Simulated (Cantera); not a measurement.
## Thermodynamics of thermal oxidation and active oxidation of silicon, feed Si + N2O + H2

Input: 1 mol Si, 0.7 mol N2O, 9.3 mol H2, equilibrated at 3.23 Torr.

These are equilibrium values from Cantera (NASA tables, ideal gas, pure condensed phases), not measurements of a reactor. Candidate condensed phases: H2O, Si, SiO2, Si2N2O, Si3N4; 35 gas species. Mutual solubility and eutectic melting of coexisting phases are not modelled. The tables hold silica as quartz up to 1696 K and as liquid above; real silica turns to tridymite and cristobalite and melts near 1996 K. Gases not in the tables: Si2H6 and higher silanes. Equilibrium is a limit: real reactors are often held back by kinetics, nucleation or transport.

| T (K) | x H2 | x SiO | x N2 | x H | n SiO2(β-quartz) | n Si2N2O(s) | n Si(l) |
|---|---|---|---|---|---|---|---|
| 1198 | 0.972 | 3.93e-7 | 0.0279 | 2.86e-6 | 0.133 | 0.433 | 0 |
| 1273 | 0.972 | 7.84e-6 | 0.0279 | 1.07e-5 | 0.133 | 0.433 | 0 |
| 1348 | 0.972 | 0.000111 | 0.0279 | 3.48e-5 | 0.133 | 0.433 | 0 |
| 1423 | 0.970 | 0.00118 | 0.0282 | 9.98e-5 | 0.129 | 0.430 | 0 |
| 1498 | 0.959 | 0.00963 | 0.0307 | 0.000257 | 0.102 | 0.402 | 0 |
| 1573 | 0.920 | 0.0396 | 0.0396 | 0.000595 | 0 | 0.300 | 0 |
| 1648 | 0.919 | 0.0396 | 0.0396 | 0.00130 | 0 | 0.300 | 0 |
| 1723 | 0.867 | 0.0653 | 0.0653 | 0.00259 | 0 | 0 | 0.297 |
| 1798 | 0.864 | 0.0652 | 0.0652 | 0.00499 | 0 | 0 | 0.291 |
x: gas mole fraction; n: condensed amount in mol.

From 1198 K to 1498 K the condensed part is SiO2(β-quartz) + Si2N2O(s). From 1573 K to 1648 K the condensed part is Si2N2O(s). From 1723 K to 1798 K the condensed part is Si(l). The main Si-bearing gas is SiO throughout.
